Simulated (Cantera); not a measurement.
# Gas-phase reforming

An isothermal, constant-pressure homogeneous reactor starts with CH4 : H2O = 1 : 2.7 (molar parts), at 1800 K and 1000000 Pa.

Detailed kinetics in Cantera: GRI-Mech 3.0 (53 species, 325 reactions).

```tsv
t (s)	x CH4	x H2O	x CO2	x HCO	x C2H4	x CO
1.00e-6	0.270	0.730	<1e-12	8.04e-12	2.00e-6	7.59e-10
2.68e-6	0.269	0.729	5.20e-12	1.94e-10	3.07e-5	5.25e-8
7.20e-6	0.267	0.729	7.88e-10	1.92e-9	0.000264	1.72e-6
1.93e-5	0.260	0.728	5.85e-8	1.22e-8	0.00167	3.27e-5
5.18e-5	0.241	0.720	2.45e-6	3.53e-8	0.00689	0.000362
0.000139	0.203	0.696	3.44e-5	2.80e-8	0.0100	0.00148
0.000373	0.150	0.658	0.000234	1.77e-8	0.00570	0.00384
0.00100	0.0968	0.615	0.00124	1.27e-8	0.00426	0.00905
0.00268	0.0576	0.566	0.00507	1.28e-8	0.00460	0.0197
0.00720	0.0409	0.503	0.0130	1.99e-8	0.00441	0.0406
0.0193	0.0347	0.426	0.0200	3.49e-8	0.00308	0.0756
0.0518	0.0247	0.351	0.0223	5.44e-8	0.00135	0.115
0.139	0.0113	0.301	0.0216	6.96e-8	0.000248	0.143
0.373	0.00197	0.281	0.0208	7.58e-8	7.06e-6	0.153
1.00	2.95e-5	0.278	0.0206	7.70e-8	1.61e-9	0.155
```
x: mole fraction; the columns are a selection and need not sum to one.

Equilibrium at this temperature and pressure: CH4 1.96e-6, H2O 0.278, CO2 0.0206, HCO 7.71e-8, C2H4 8.98e-12, CO 0.155 (gas phase only).
